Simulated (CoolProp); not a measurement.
Values from CoolProp's reference Helmholtz-energy equation of state, Lemmon 2006. It is a short technical equation, of lower accuracy than the large ones.

Task: For neopentane, give the phase and the Z, cv (kJ/(kg K)), fugacity coefficient at 468 K and 3 MPa; 468 K and 9.99 MPa.

Result: 
- 468 K and 3 MPa: gas; Z 0.695, cv 2.43, fugacity coefficient 0.762
- 468 K and 9.99 MPa: supercritical; Z 0.479, cv 2.44, fugacity coefficient 0.402
